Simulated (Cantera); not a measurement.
Input (Python, Cantera):

```python
import numpy as np
import cantera as ct

gas = ct.Solution("gri30.yaml")
gas.TPX = 1125, 1100, {'H2': 0.081, 'O2': 1}
reactor = ct.IdealGasConstPressureReactor(gas, energy="off", clone=False)
net = ct.ReactorNet([reactor])
net.rtol, net.atol = 1e-08, 1e-18
show = ['H2', 'O2', 'H2O2', 'H2O', 'H']
times = np.geomspace(2e-06, 2, 15)

steps = ct.SolutionArray(gas, extra=["t"])
rows = []
print(f"{'t/s':>10s}{'T/K':>9s}{'P/Pa':>11s}" + "".join(f"{s:>11s}" for s in show))
for t in times:
    while net.time < t:
        t_next = net.step()
        steps.append(gas.state, t=t_next)
    rows.append([np.interp(t, steps.t, y) for y in (steps.T, steps.P, *steps(*show).X.T)])
    print(f"{t:10.3e}{rows[-1][0]:9.1f}{rows[-1][1]:11.4g}" + "".join(f"{x:11.3e}" for x in rows[-1][2:]))
rate = np.gradient(steps.T, steps.t)
print("integrator steps:", len(steps.t))
if steps.T.max() > steps.T[0] + 200:
    print(f"time of steepest temperature rise: {steps.t[rate.argmax()]:.4e} s")
gas.TPX = 1125, 1100, {'H2': 0.081, 'O2': 1}
gas.equilibrate("TP")
print(f"equilibrium (TP): T = {gas.T:.1f} K  " + "  ".join(f"{s} {gas[s].X[0]:.3e}" for s in show))
```

It prints:

```
       t/s      T/K       P/Pa         H2         O2       H2O2        H2O          H
 2.000e-06   1125.0       1100  7.493e-02  9.251e-01  5.842e-17  3.346e-15  2.281e-11
 5.365e-06   1125.0       1100  7.493e-02  9.251e-01  4.189e-16  6.214e-14  5.996e-11
 1.439e-05   1125.0       1100  7.493e-02  9.251e-01  2.994e-15  1.113e-12  1.532e-10
 3.861e-05   1125.0       1100  7.493e-02  9.251e-01  2.153e-14  1.874e-11  3.728e-10
 1.036e-04   1125.0       1100  7.493e-02  9.251e-01  1.549e-13  2.749e-10  9.170e-10
 2.779e-04   1125.0       1100  7.493e-02  9.251e-01  1.116e-12  3.833e-09  3.328e-09
 7.455e-04   1125.0       1100  7.493e-02  9.251e-01  8.135e-12  1.100e-07  4.985e-08
 2.000e-03   1125.0       1100  7.476e-02  9.250e-01  2.649e-10  1.231e-04  5.133e-05
 5.365e-03   1125.0       1100  2.254e-03  8.765e-01  1.233e-07  6.210e-02  1.759e-02
 1.439e-02   1125.0       1100  1.313e-03  8.879e-01  1.073e-07  6.780e-02  1.052e-02
 3.861e-02   1125.0       1100  6.600e-04  9.060e-01  1.187e-07  7.347e-02  3.513e-03
 1.036e-01   1125.0       1100  1.680e-04  9.180e-01  1.098e-07  7.670e-02  4.359e-04
 2.779e-01   1125.0       1100  2.676e-05  9.214e-01  6.948e-08  7.754e-02  2.795e-05
 7.455e-01   1125.0       1100  4.185e-06  9.220e-01  3.166e-08  7.774e-02  1.778e-06
 2.000e+00   1125.0       1100  8.002e-07  9.221e-01  1.243e-08  7.780e-02  1.530e-07
integrator steps: 1446
equilibrium (TP): T = 1125.0 K  H2 1.875e-09  O2 9.222e-01  H2O2 9.185e-11  H2O 7.785e-02  H 1.847e-11
```

Model: GRI-Mech 3.0 (53 species, 325 reactions), integrated in Cantera. Radical loss at walls, strong at low pressure, is not modelled. The temperature is held fixed by assumption; the heat of reaction is taken as removed at once.
